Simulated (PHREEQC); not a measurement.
FeCl3 is added in steps, without added water, to 1 kg of water holding 0.038 mol/kgw CuCl2, 0.00091 mol/kgw HBF4 and 0.00099 mol/kgw Na2SO4, at 25 °C. Oxygen alone is held at its pressure in air (log pO2 = -0.68). CO2 from the air is kept out. The run lets Fe(OH)3(a), Cu(OH)2, Brochantite, Antlerite, Atacamite, Jarosite-Na, Halite, Mirabilite, Chalcanthite, CuF2:2H2O precipitate or redissolve, and no other solid.

Base run: PHREEQC, ion-association model, wateq4f.dat. Each further column changes one thing. The table gives pH.

```tsv
FeCl3 added (mol)	base	all activity coefficients set to 1	database phreeqc.dat	metal-ligand complexes left out	Debye-Hückel limiting law
0	2.90	2.85	2.90	2.94	2.96
0.015	2.25	2.24	2.25	2.16	2.37
0.03	2.09	2.15	2.09	1.95	2.21
0.0375	2.05	2.12	2.05	1.89	2.17
0.0525	1.98	2.09	1.98	1.80	2.10
0.0675	1.94	2.07	1.95	1.74	2.05
0.0825	1.92	2.05	1.92	1.70	2.02
0.0975	1.90	2.04	1.90	1.68	1.99
0.1125	1.89	2.04	1.89	1.66	1.97
0.12	1.89	2.03	1.89	1.66	1.96
0.135	1.88	2.03	1.88	1.65	1.94
0.15	1.88	2.03	1.88	1.65	1.93
```

Real BF4- forms and hydrolyses slowly; the run takes it at equilibrium. Fluoro complexes past AlF4- and FeF3 are missing from the database. The ionic strength passes 0.7 mol/kgw, the rough limit of the ion-association models, in part of: metal-ligand complexes left out; Debye-Hückel limiting law. phreeqc.dat and wateq4f.dat share most of their constants, so their agreement is no independent check. Solids allowed in the column 'database phreeqc.dat': Fe(OH)3(a), Halite.
